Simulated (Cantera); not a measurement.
An adiabatic, constant-volume homogeneous reactor starts with CH4 : O2 : N2 = 1 : 3.77 : 14.2 (molar parts), equivalence ratio 0.53, at 1125 K and 5.00 bar. Integrator tolerance rtol = 1e-08.

Model: GRI-Mech 3.0 (53 species, 325 reactions), integrated in Cantera.

Q: What does this change do: initial temperature 1125 to 1575 K?

A: 
| quantity | before | after |
|---|---|---|
| time of steepest temperature rise | 19.7 ms | 0.130 ms |
| temperature at 1.00 s | 2442 K | 2720 K |
| equilibrium temperature | 2442 K | 2720 K |
| x(CH4) at 1.00 s | <1e-12 (gas-phase equilibrium <1e-12) | <1e-12 (gas-phase equilibrium <1e-12) |
| x(O2) at 1.00 s | 0.0857 (gas-phase equilibrium 0.0857) | 0.0816 (gas-phase equilibrium 0.0816) |
| x(C2H2) at 1.00 s | <1e-12 (gas-phase equilibrium <1e-12) | <1e-12 (gas-phase equilibrium <1e-12) |
| x(CO) at 1.00 s | 0.00143 (gas-phase equilibrium 0.00143) | 0.00591 (gas-phase equilibrium 0.00591) |
| x(NO) at 1.00 s | 0.0129 (gas-phase equilibrium 0.0129) | 0.0198 (gas-phase equilibrium 0.0198) |

Q: What does this change do: O2 3.77 to 5.3 parts?

A: 
| quantity | before | after |
|---|---|---|
| time of steepest temperature rise | 19.7 ms | 13.1 ms |
| temperature at 1.00 s | 2442 K | 2356 K |
| equilibrium temperature | 2442 K | 2356 K |
| x(CH4) at 1.00 s | <1e-12 (gas-phase equilibrium <1e-12) | <1e-12 (gas-phase equilibrium <1e-12) |
| x(O2) at 1.00 s | 0.0857 (gas-phase equilibrium 0.0857) | 0.152 (gas-phase equilibrium 0.152) |
| x(C2H2) at 1.00 s | <1e-12 (gas-phase equilibrium <1e-12) | <1e-12 (gas-phase equilibrium <1e-12) |
| x(CO) at 1.00 s | 0.00143 (gas-phase equilibrium 0.00143) | 0.000627 (gas-phase equilibrium 0.000627) |
| x(NO) at 1.00 s | 0.0129 (gas-phase equilibrium 0.0129) | 0.0140 (gas-phase equilibrium 0.0140) |
